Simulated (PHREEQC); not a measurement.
A column of 0.1 m (30 cells, dispersivity 0.0035 m, 60 s a shift, diffusion coefficient 3e-10 m²/s) holds 0.31 eq of the database's cation exchanger X per kg of pore water, first in equilibrium with 2 mmol/kgw NaCl, 1.2 mmol/kgw LiCl and 0.01 mmol/kgw HCl. It is flushed with 0.083 mol (NH4)2SO4, 0.0041 mol MgCl2 and 1e-05 mol HCl per kg of water, at 25 °C. Values are for the last cell. No CO2 enters from the air. Precipitation was switched off in this run.

Base run: PHREEQC, ion-association model, phreeqc.dat. Each further column changes one thing. The table gives Li in solution (mol/kgw).

```
pore volumes      base  exchange capacity from 0.31 to 0.15 eq/kgw  dispersivity from 0.0035 to 0.007 m
------------  --------  ------------------------------------------  -----------------------------------
0              0.00120                                     0.00120                              0.00120
0.6167         0.00392                                     0.00392                              0.00906
1.017           0.0381                                      0.0379                               0.0388
1.617           0.0622                                      0.0477                               0.0585
2.217           0.0552                                     0.00328                               0.0521
2.817           0.0153                                    0.000139                               0.0179
3.217          0.00231                                     1.66e-5                              0.00601
3.817         0.000143                                     6.82e-7                              0.00118
4.417          9.61e-6                                     2.75e-8                             0.000242
5.017          6.72e-7                                     1.10e-9                              5.11e-5
5.417          1.15e-7                                    1.28e-10                              1.83e-5
6.017          8.29e-9                                    5.05e-12                              3.96e-6
```
